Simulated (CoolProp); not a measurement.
Model: reference Helmholtz-energy equation of state, Lemmon 2006, in CoolProp. It is a short technical equation, of lower accuracy than the large ones.

For C2F6 (R116), give the phase and the cv (kJ/(kg K)), conductivity (mW/(m K)) at 140.85 °C and 25.8 kPa; 3.95 °C and 920 kPa; 53.15 °C and 822 kPa.


- 140.85 °C and 25.8 kPa: gas; cv 0.866, conductivity 23.8
- 3.95 °C and 920 kPa: gas; cv 0.700, conductivity 13.7
- 53.15 °C and 822 kPa: gas; cv 0.763, conductivity 17.2

Thermal conductivity comes from a separate model (Huber 2003), an estimate that may be off by 10 % or more.
